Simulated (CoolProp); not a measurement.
A Linde-Hampson liquefier for methane: isothermal reversible compression at 250 K from 1 atm to 5 MPa, throttling to 1 atm, return gas leaving the recuperator 2 K below the feed. Each further row changes one setting.

Values from CoolProp's reference Helmholtz-energy equation of state, Setzmann 1991.

| case | liquid yield per pass | compression work (kJ/kg of gas) |
|---|---|---|
| as stated | 0.085 | 485 |
| high pressure 10 MPa | 0.195 | [?] |
| warm-end temperature 280 K | [?] | [?] |
| warm-end gap 7 K | 0.073 | 485 |

Q: Some entries are withheld; supply them.

A: 
- high pressure 10 MPa, compression work (kJ/kg of gas): 553
- warm-end temperature 280 K, liquid yield per pass: 0.060
- warm-end temperature 280 K, compression work (kJ/kg of gas): 551
